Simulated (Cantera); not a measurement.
Input (Python, Cantera):

```python
import numpy as np
import cantera as ct

gas = ct.Solution("gri30.yaml")
gas.TP = 300, 100000
flame = ct.CounterflowDiffusionFlame(gas, width=0.02)
flame.fuel_inlet.X, flame.fuel_inlet.T = {'CH4': 1, 'C2H6': 0.54}, 600
flame.oxidizer_inlet.X, flame.oxidizer_inlet.T = {'O2': 0.17, 'N2': 0.83}, 550
flame.set_refine_criteria(ratio=3, slope=0.12, curve=0.24, prune=0.03)
show = ['OH', 'H', 'NO', 'CO', 'C2H2']

rows = []
print(f"{'mdot':>8s}{'a_max':>10s}{'a_mean':>10s}{'Tmax/K':>9s}" + "".join(f"{s:>11s}" for s in show) + "   (peak mole fractions)")
for i, mdot in enumerate([0.25, 0.31, 0.37, 0.46, 0.56, 0.68, 0.83, 1, 1.2, 1.5]):  # kg/m2/s on the oxidiser side
    flame.oxidizer_inlet.mdot, flame.fuel_inlet.mdot = mdot, 0.73 * mdot
    flame.solve(loglevel=0, auto=(i == 0))
    if flame.T.max() < max(600, 550) + 100:
        print(f"{mdot:8.3g}  no burning solution found from the previous one")
        break
    dT = np.abs(np.gradient(flame.T, flame.grid))
    rows.append([flame.strain_rate("max"), flame.strain_rate("mean"), flame.T.max(),
                 *(flame.X[gas.species_index(s)].max() for s in show), max(dT[0], dT[-1]) / dT.max()])
    print(f"{mdot:8.3g}{rows[-1][0]:10.1f}{rows[-1][1]:10.1f}{rows[-1][2]:9.1f}" + "".join(f"{x:11.3e}" for x in rows[-1][3:-1]))
```

Result:

```
    mdot     a_max    a_mean   Tmax/K         OH          H         NO         CO       C2H2   (peak mole fractions)
    0.25     176.6      41.6   1962.0  5.223e-03  3.354e-03  1.714e-04  3.985e-02  1.991e-02
    0.31     215.2      51.6   1950.2  5.203e-03  3.470e-03  1.601e-04  3.997e-02  1.896e-02
    0.37     253.3      61.6   1941.5  5.177e-03  3.571e-03  1.507e-04  4.019e-02  1.821e-02
    0.46     310.2      76.6   1931.0  5.141e-03  3.695e-03  1.389e-04  4.054e-02  1.731e-02
    0.56     372.5      93.3   1921.1  5.093e-03  3.797e-03  1.274e-04  4.091e-02  1.648e-02
    0.68     445.7     113.3   1909.9  5.013e-03  3.875e-03  1.149e-04  4.128e-02  1.558e-02
    0.83     535.8     138.2   1897.6  4.908e-03  3.938e-03  1.017e-04  4.177e-02  1.461e-02
       1     636.3     166.6   1883.9  4.769e-03  3.960e-03  8.851e-05  4.228e-02  1.364e-02
     1.2     751.8     199.9   1869.6  4.607e-03  3.960e-03  7.539e-05  4.290e-02  1.262e-02
     1.5     921.5     249.8   1848.9  4.351e-03  3.901e-03  5.907e-05  4.382e-02  1.121e-02
```

Detailed kinetics in Cantera: GRI-Mech 3.0 (53 species, 325 reactions). GRI-Mech 3.0 has no aromatics or soot, which form on the fuel side of real flames. The maximum strain rate includes the flame's own expansion and is several times the mean.
